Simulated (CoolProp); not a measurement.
Vapour-liquid equilibrium of methane (1) + ethylene (2) at 165.2 K; x and y are mole fractions of (1).

Computed with CoolProp (multi-fluid Helmholtz-energy mixture model, Setzmann 1991 and Smukala 2000; pair parameters Bell 2016).

Question: Give the bubble pressure and the first vapour's composition at x = 0.05, 0.35, 0.95. Is there an azeotrope?

Answer: x = 0.05: 191.5 kPa, y = 0.595; x = 0.35: 801.0 kPa, y = 0.916; x = 0.95: 1831 kPa, y = 0.993. No azeotrope shows between x = 0.05 and 0.95.

The pair parameters rest on a limited set of measurements; away from them the model extrapolates. The gap from Raoult's law changes sign with composition, which may be real or a fault of the pair parameters; it wasn't checked against measurements.
